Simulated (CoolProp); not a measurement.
Vapour-liquid equilibrium of dimethyl ether (1) + ethanol (2) at 0.0972 MPa; x and y are mole fractions of (1).

Values from CoolProp's multi-fluid Helmholtz-energy mixture model, Wu 2011 and Schroeder 2014; pair parameters Bell 2016.

**Question.** Give the bubble temperature and the first vapour's composition at x = 0.05, 0.55, 0.65. Is there an azeotrope?

**Answer.** x = 0.05: 316.9 K, y = 0.782; x = 0.55: 256.8 K, y = 0.997; x = 0.65: 254.5 K, y = 0.998. No azeotrope shows between x = 0.05 and 0.95.

Pair parameters are fitted to limited data, so mixtures are less certain than the pure fluids. With so large a gap from Raoult's law the liquid may split in two, which this calculation doesn't test in full.
